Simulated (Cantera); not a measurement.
Charge: 1 mol HMDSO, a varied amount of N2O, 0.87 mol H2, equilibrated at 698 K and 0.0825 Torr.

Method: chemical equilibrium by Gibbs-energy minimisation in Cantera with the NASA 1993 tables (ideal gas, pure condensed phases). Candidate condensed phases: C, C6H6, C7H8, C8H18, H2O, Si, SiC, SiO2, Si2N2O, Si3N4; 151 gas species. The feed counts by its element totals alone. Rates play no part.

Q: Which condensed phases are stable at each of these points (n(N2O) (mol)): 0.51, 0.76, 1.1, 1.7, 2.5, 3.7, 5.4, 8.1, 12, 18, 26?

A: 
```tsv
n(N2O) (mol)	condensed phases	Si condensed (%)
0.51	C(graphite) + SiC(s) + SiO2(α-quartz) + Si2N2O(s)	100.0
0.76	C(graphite) + SiO2(α-quartz) + Si2N2O(s)	100.0
1.1	C(graphite) + SiO2(α-quartz) + Si2N2O(s)	100.0
1.7	C(graphite) + SiO2(α-quartz) + Si2N2O(s)	100.0
2.5	C(graphite) + SiO2(α-quartz) + Si2N2O(s)	100.0
3.7	C(graphite) + SiO2(α-quartz)	100.0
5.4	C(graphite) + SiO2(α-quartz)	100.0
8.1	C(graphite) + SiO2(α-quartz)	100.0
12	SiO2(α-quartz)	100.0
18	SiO2(α-quartz)	100.0
26	SiO2(α-quartz)	100.0
```

At 0.51 mol N2O the condensed part is C(graphite) + SiC(s) + SiO2(α-quartz) + Si2N2O(s). From 0.76 mol N2O to 2.5 mol N2O the condensed part is C(graphite) + SiO2(α-quartz) + Si2N2O(s). From 3.7 mol N2O to 8.1 mol N2O the condensed part is C(graphite) + SiO2(α-quartz). From 12 mol N2O to 26 mol N2O the condensed part is SiO2(α-quartz).
